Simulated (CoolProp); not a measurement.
Isohexane along the isobar 18.2 MPa: fugacity coefficient from the reference equation and from simpler models built on Tc = 224.6 °C, pc = 3.043 MPa, ω = 0.280; each cubic takes its own stable root.

Values from CoolProp's reference Helmholtz-energy equation of state, Lemmon 2006. It is a short technical equation, of lower accuracy than the large ones.

| T (°C) | phase | reference |
|---|---|---|
| 36.95 | liquid | 0.006173 |
| 60.95 | liquid | 0.01330 |
| 84.95 | liquid | 0.02516 |
| 108.95 | liquid | 0.04296 |
| 132.95 | liquid | 0.06748 |
| 156.95 | liquid | 0.09901 |
| 180.95 | liquid | 0.1373 |
| 204.85 | liquid | 0.1815 |
| 228.85 | supercritical | 0.2308 |
| 252.85 | supercritical | 0.2838 |
| 276.85 | supercritical | 0.3390 |

Problem. How far does each simpler model (van der Waals, Redlich-Kwong, Soave-Redlich-Kwong, Peng-Robinson) lie from the reference over these 11 states: mean and median of the absolute difference, and the worst?

Solution. 
- van der Waals: mean 255.0 %, median 118.2 %, worst +1048.1 % at 36.95 °C and 18.2 MPa
- Redlich-Kwong: mean 42.7 %, median 30.8 %, worst +121.4 % at 36.95 °C and 18.2 MPa
- Soave-Redlich-Kwong: mean 9.9 %, median 10.2 %, worst +11.9 % at 276.85 °C and 18.2 MPa
- Peng-Robinson: mean 1.9 %, median 2.1 %, worst -3.2 % at 84.95 °C and 18.2 MPa
